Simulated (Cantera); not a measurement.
An isothermal, constant-pressure homogeneous reactor starts with C₃H₈ : H₂ = 1 : 1.8 (molar parts), at 1350 K and 101000 Pa.

Computed with Cantera and GRI-Mech 3.0 (53 species, 325 reactions). GRI-Mech 3.0 was tuned for natural gas; its chemistry of propane as a main component is partial and can be far from experiment. GRI-Mech 3.0 stops at C3 and has no aromatics, soot or wall deposition, so with more carbon than oxygen in the feed, carbon stays in small species such as C2H2 where larger ones or solid carbon would form.

Task: Predict: x(C₃H₈) at 7.00 s; x(H₂) at 7.00 s; x(C₂H₂) at 7.00 s; x(C₂H₄) at 7.00 s; x(CH₃) at 7.00 s; x(C₂H₆) at 7.00 s.

Result: 
```
Property                                               Value
-----------------  -----------------------------------------
x(C₃H₈) at 7.00 s    4.79e-6 (gas-phase equilibrium 4.29e-6)
x(H₂) at 7.00 s          0.415 (gas-phase equilibrium 0.399)
x(C₂H₂) at 7.00 s        0.109 (gas-phase equilibrium 0.107)
x(C₂H₄) at 7.00 s      0.0684 (gas-phase equilibrium 0.0647)
x(CH₃) at 7.00 s     3.26e-5 (gas-phase equilibrium 3.20e-5)
x(C₂H₆) at 7.00 s  0.000866 (gas-phase equilibrium 0.000806)
```
